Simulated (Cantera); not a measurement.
An adiabatic, constant-pressure homogeneous reactor starts with CH4 : O2 : N2 : CO2 = 1 : 2 : 7.52 : 0.35 (molar parts), at 1425 K and 19.0 bar. Integrator tolerance rtol = 1e-08.

Cantera simulation using GRI-Mech 3.0 (53 species, 325 reactions); the numbers are that mechanism's predictions, not measurements. The pressure lies above the range GRI-Mech 3.0 was tuned for (to about 10 atm).

Q: What does this change do: initial temperature 1425 to 1448 K?

A: 
```json
[
 {"quantity": "time of steepest temperature rise", "before": "0.224 ms", "after": "0.180 ms"},
 {"quantity": "temperature at 0.400 s", "before": "2832 K", "after": "2844 K"},
 {"quantity": "equilibrium temperature", "before": "2832 K", "after": "2844 K"},
 {"quantity": "x(CH4) at 0.400 s", "before": "<1e-12 (gas-phase equilibrium <1e-12)", "after": "<1e-12 (gas-phase equilibrium <1e-12)"},
 {"quantity": "x(O2) at 0.400 s", "before": "0.0126 (gas-phase equilibrium 0.0126)", "after": "0.0129 (gas-phase equilibrium 0.0129)"},
 {"quantity": "x(CO2) at 0.400 s", "before": "0.0893 (gas-phase equilibrium 0.0893)", "after": "0.0884 (gas-phase equilibrium 0.0884)"},
 {"quantity": "x(HCN) at 0.400 s", "before": "4.72e-9 (gas-phase equilibrium 4.72e-9)", "after": "5.06e-9 (gas-phase equilibrium 5.06e-9)"},
 {"quantity": "x(HCO) at 0.400 s", "before": "1.07e-7 (gas-phase equilibrium 1.07e-7)", "after": "1.14e-7 (gas-phase equilibrium 1.14e-7)"},
 {"quantity": "x(C2H4) at 0.400 s", "before": "<1e-12 (gas-phase equilibrium <1e-12)", "after": "<1e-12 (gas-phase equilibrium <1e-12)"}
]
```

Q: What does this change do: initial temperature 1425 to 1400 K?

A: 
```csv
quantity,before,after
time of steepest temperature rise,0.224 ms,0.284 ms
temperature at 0.400 s,2832 K,2820 K
equilibrium temperature,2832 K,2820 K
x(CH4) at 0.400 s,<1e-12 (gas-phase equilibrium <1e-12),<1e-12 (gas-phase equilibrium <1e-12)
x(O2) at 0.400 s,0.0126 (gas-phase equilibrium 0.0126),0.0123 (gas-phase equilibrium 0.0123)
x(CO2) at 0.400 s,0.0893 (gas-phase equilibrium 0.0893),0.0902 (gas-phase equilibrium 0.0902)
x(HCN) at 0.400 s,4.72e-9 (gas-phase equilibrium 4.72e-9),4.37e-9 (gas-phase equilibrium 4.37e-9)
x(HCO) at 0.400 s,1.07e-7 (gas-phase equilibrium 1.07e-7),9.99e-8 (gas-phase equilibrium 9.99e-8)
x(C2H4) at 0.400 s,<1e-12 (gas-phase equilibrium <1e-12),<1e-12 (gas-phase equilibrium <1e-12)
```
